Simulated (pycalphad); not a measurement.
## Phase fractions of Si-93.71Sn (wt.%)

Source of the numbers: pycalphad with the COST 507 light-alloy database (1999); pressure 1 atm. These are 1990s assessments: newer ones move some temperatures and phases. Phase fractions are per mole of atoms.

| T (K) | LIQUID | DIAMOND_A4 |
|---|---|---|
| 1600 | 1.000 | - |
| 1525 | 0.978 | 0.022 |
| 1450 | 0.874 | 0.126 |
| 1375 | 0.831 | 0.169 |
| 1300 | 0.809 | 0.191 |
| 1225 | 0.796 | 0.204 |
| 1150 | 0.789 | 0.211 |
| 1075 | 0.784 | 0.216 |
| 1000 | 0.782 | 0.218 |
| 925 | 0.780 | 0.220 |
| 850 | 0.780 | 0.220 |
| 775 | 0.779 | 0.221 |
| 700 | 0.779 | 0.221 |
| 625 | 0.779 | 0.221 |
| 550 | 0.779 | 0.221 |

DIAMOND_A4 is diamond (Si).
